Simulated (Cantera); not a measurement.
A freely propagating, adiabatic, planar premixed flame of H2 : O2 : N2 = 1 : 0.25 : 0.94 (molar parts), equivalence ratio 2.0, unburnt at 575 K and 0.987 atm; mixture-averaged transport, grid criteria slope 0.08 and curve 0.16, no radiation.

Detailed kinetics in Cantera: the H2/O2 subset of GRI-Mech 3.0, which has no nitrogen chemistry. Burning velocities carry a grid error of a few per cent, more on coarse grids.

### Question
How do the results move with these cheaper or finer settings: unity-Lewis-number transport; multicomponent transport; multicomponent+Soret transport; grid criteria slope 0.5, curve 1; grid criteria slope 0.25, curve 0.5; grid criteria slope 0.03, curve 0.06?

### Answer
```csv
setting,laminar burning velocity,thermal thickness,peak x(H),peak x(O),grid points
as above,840 cm/s,0.447 mm,0.0930,0.00425,133
unity-Lewis-number transport,511 cm/s,0.389 mm,0.0938,0.00302,118
multicomponent transport,820 cm/s,0.450 mm,0.0928,0.00414,133
multicomponent+Soret transport,792 cm/s,0.441 mm,0.0917,0.00414,133
"grid criteria slope 0.5, curve 1",957 cm/s,0.611 mm,0.0941,0.00370,44
"grid criteria slope 0.25, curve 0.5",878 cm/s,0.504 mm,0.0929,0.00396,68
"grid criteria slope 0.03, curve 0.06",829 cm/s,0.432 mm,0.0927,0.00432,299
```
Unity Lewis numbers drop preferential diffusion, which matters most where H2 and H carry the flame; Soret adds thermal diffusion.
